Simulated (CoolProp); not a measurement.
Model: reference Helmholtz-energy equation of state, Setzmann 1991, in CoolProp.

For methane, give the phase and the cp (kJ/(kg K)), speed of sound (m/s) at 60.55 °C and 0.101 MPa; 99.95 °C and 0.101 MPa.


- 60.55 °C and 0.101 MPa: gas; cp 2.32, speed of sound 472
- 99.95 °C and 0.101 MPa: gas; cp 2.44, speed of sound 495
